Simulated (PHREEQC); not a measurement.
Solution (20 °C): 0.0056 mol ZnSO4, 0.0007 mol Ca(OH)2 and 0.0097 mol Zn(NO3)2 per kg of water. Closed to the air; pH follows from the charge balance.

The numbers come from PHREEQC with the ion-association model, wateq4f.dat.

The pH comes out as 7.90, the ionic strength comes out as 0.0420 mol/kgw and the total alkalinity comes out as 1.40 meq/kg.

```csv
species,molality,activity,log γ
NO3-,0.0194,0.0159,-0.086
Zn+2,0.0122,0.00616,-0.296
SO4-2,0.00323,0.00157,-0.312
ZnSO4,0.00216,0.00218,0.004
Ca+2,0.000610,0.000303,-0.304
Zn(OH)2,0.000481,0.000486,0.004
ZnOH+,0.000437,0.000363,-0.080
CaSO4,8.99e-5,9.08e-5,0.004
Zn(SO4)2-2,6.04e-5,2.90e-5,-0.319
OH-,6.52e-7,5.38e-7,-0.084
Zn(OH)3-,1.46e-7,1.22e-7,-0.080
H+,1.47e-8,1.26e-8,-0.065
CaOH+,4.73e-9,3.98e-9,-0.074
HSO4-,2.08e-9,1.73e-9,-0.080
```

Precipitation was switched off in this run. The solution is supersaturated, for example in Zn(OH)2-e, Zn4(OH)6SO4, so a real one may precipitate; this is no full list.
